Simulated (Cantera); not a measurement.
A closed system holds: 1 mol C2H4, 0.034 mol CO2, 18 mol H2, held at 2598.15 K.

These are equilibrium values from Cantera (NASA tables, ideal gas, pure condensed phases), not measurements of a reactor. Candidate condensed phases: C, C6H6, C7H8, C8H18, H2O; 110 gas species. The ideal-gas law is rough above about 30 bar. Kinetics and transport are ignored.

### Question
Which condensed phases are stable at each of these points (P (Pa)): 10, 100, 1000, 10000, 100000, 1000000, 10000000?

### Answer
```tsv
P (Pa)	condensed phases	C condensed (%)
10	gas only	0.0
100	C(graphite)	67.1
1000	C(graphite)	69.0
10000	C(graphite)	66.5
100000	C(graphite)	65.3
1000000	C(graphite)	63.6
10000000	C(graphite)	51.5
```

At 10.0 Pa nothing is condensed. From 1.00 mbar to 100 bar the condensed part is C(graphite).
